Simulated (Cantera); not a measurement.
Feed: 1 mol Fe₂O₃, 2.2 mol SO₃, 16 mol N₂, at 0.133 bar.

Equilibrium computed with Cantera from the NASA thermochemical tables; the gas is ideal and each condensed phase is pure. Candidate condensed phases: Fe, FeO, FeS, FeSO₄, FeS₂, Fe₂O₃, Fe₂(SO₄)₃, Fe₃O₄, S; 19 gas species. The numbers say what is thermodynamically allowed, not how fast it happens.

x: gas mole fraction; n: condensed amount in mol.

```json
[
 {"T (°C)": "375", "x N₂": "1.000", "x SO₂": "1.19e-5", "x O₂": "5.93e-6", "x SO₃": "1.18e-5", "x NO": "?", "n Fe₂O₃(s)": "0.267", "n Fe₂(SO₄)₃(s)": "0.733"},
 {"T (°C)": "425", "x N₂": "1.000", "x SO₂": "0.000151", "x O₂": "7.54e-5", "x SO₃": "0.000144", "x NO": "?", "n Fe₂O₃(s)": "0.268", "n Fe₂(SO₄)₃(s)": "0.732"},
 {"T (°C)": "475", "x N₂": "0.997", "x SO₂": "0.00136", "x O₂": "0.000680", "x SO₃": "0.00125", "x NO": "?", "n Fe₂O₃(s)": "0.281", "n Fe₂(SO₄)₃(s)": "0.719"},
 {"T (°C)": "525", "x N₂": "0.978", "x SO₂": "0.00929", "x O₂": "0.00465", "x SO₃": "0.00827", "x NO": "?", "n Fe₂O₃(s)": "0.362", "n Fe₂(SO₄)₃(s)": "0.638"},
 {"T (°C)": "575", "x N₂": "0.881", "x SO₂": "0.0505", "x O₂": "0.0252", "x SO₃": "0.0437", "x NO": "?", "n Fe₂O₃(s)": "0.837", "n Fe₂(SO₄)₃(s)": "0.163"},
 {"T (°C)": "625", "x N₂": "0.845", "x SO₂": "0.0777", "x O₂": "0.0389", "x SO₃": "0.0385", "x NO": "?", "n Fe₂O₃(s)": "1.00", "n Fe₂(SO₄)₃(s)": "0"},
 {"T (°C)": "675", "x N₂": "0.839", "x SO₂": "0.0910", "x O₂": "0.0455", "x SO₃": "0.0244", "x NO": "?", "n Fe₂O₃(s)": "1.00", "n Fe₂(SO₄)₃(s)": "0"},
 {"T (°C)": "725", "x N₂": "0.835", "x SO₂": "0.0998", "x O₂": "0.0499", "x SO₃": "0.0151", "x NO": "?", "n Fe₂O₃(s)": "1.00", "n Fe₂(SO₄)₃(s)": "0"},
 {"T (°C)": "775", "x N₂": "0.833", "x SO₂": "0.105", "x O₂": "0.0526", "x SO₃": "0.00930", "x NO": "?", "n Fe₂O₃(s)": "1.00", "n Fe₂(SO₄)₃(s)": "0"},
 {"T (°C)": "825", "x N₂": "0.831", "x SO₂": "0.108", "x O₂": "0.0542", "x SO₃": "0.00585", "x NO": "?", "n Fe₂O₃(s)": "1.00", "n Fe₂(SO₄)₃(s)": "0"},
 {"T (°C)": "875", "x N₂": "0.831", "x SO₂": "0.110", "x O₂": "0.0552", "x SO₃": "0.00378", "x NO": "?", "n Fe₂O₃(s)": "1.00", "n Fe₂(SO₄)₃(s)": "0"}
]
```

**Question.** Fill in the missing entries.

**Answer.** 
- 375, x NO: 4.78e-10
- 425, x NO: 5.75e-9
- 475, x NO: 4.94e-8
- 525, x NO: 3.21e-7
- 575, x NO: 1.60e-6
- 625, x NO: 4.00e-6
- 675, x NO: 8.22e-6
- 725, x NO: 1.54e-5
- 775, x NO: 2.66e-5
- 825, x NO: 4.36e-5
- 875, x NO: 6.79e-5
